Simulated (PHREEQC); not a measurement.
Make-up at 25 °C and 50 atm: 3.7 mmol/kgw NaHCO3, 0.093 mmol/kgw Na2B4O7 and 59 mmol/kgw LiCl. Closed to the air; pH follows from the charge balance.

Model: ion-association model, phreeqc.dat, run in PHREEQC.

```
Property                       Value
--------------------  --------------
pH                              8.55
ionic strength        0.0630 mol/kgw
specific conductance      6140 µS/cm
density                  1.001 g/cm³
total alkalinity         3.89 meq/kg
```

| species | molality | activity | log γ |
|---|---|---|---|
| Cl- | 0.0590 | 0.0472 | -0.097 |
| Li+ | 0.0590 | 0.0485 | -0.085 |
| Na+ | 0.00388 | 0.00315 | -0.090 |
| HCO3- | 0.00356 | 0.00290 | -0.088 |
| H3BO3 | 0.000292 | 0.000296 | 0.006 |
| CO3-2 | 0.000115 | 5.08e-5 | -0.353 |
| H2BO3- | 8.03e-5 | 6.49e-5 | -0.092 |
| CO2 | 1.73e-5 | 1.76e-5 | 0.006 |
| NaHCO3 | 5.30e-6 | 5.38e-6 | 0.006 |
| OH- | 4.67e-6 | 3.72e-6 | -0.099 |
| NaCO3- | 3.65e-6 | 2.95e-6 | -0.092 |
| H+ | 3.36e-9 | 2.84e-9 | -0.073 |

Precipitation was switched off in this run. Under pressure, the constants of complexes without a molar volume in the database are unreliable.
